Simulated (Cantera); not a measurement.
## Fluorocarbon and chlorocarbon gases: CH₂F₂ + H₂

Charge: 1 mol CH₂F₂, 0.046 mol H₂, held at 3002 °C and 1.60 Pa.

Method: chemical equilibrium by Gibbs-energy minimisation in Cantera with the NASA 1993 tables (ideal gas, pure condensed phases). Candidate condensed phases: C, C₆H₆, C₇H₈, C₈H₁₈; 95 gas species. Rates play no part.

| Item | Result |
|---|---|
| x(H) | 0.410 |
| x(F) | 0.392 |
| x(C) | 0.195 |
| x(HF) | 0.00224 |
| x(C₂) | 0.000954 |
| x(CF) | 0.000427 |
| x(C₃) | 4.99e-5 |
| x(H₂) | 2.29e-5 |
| x(CH) | 1.11e-6 |
| gas amount | 5.073 mol |
| log10 activity of C(graphite) (absent) | -2.25 |
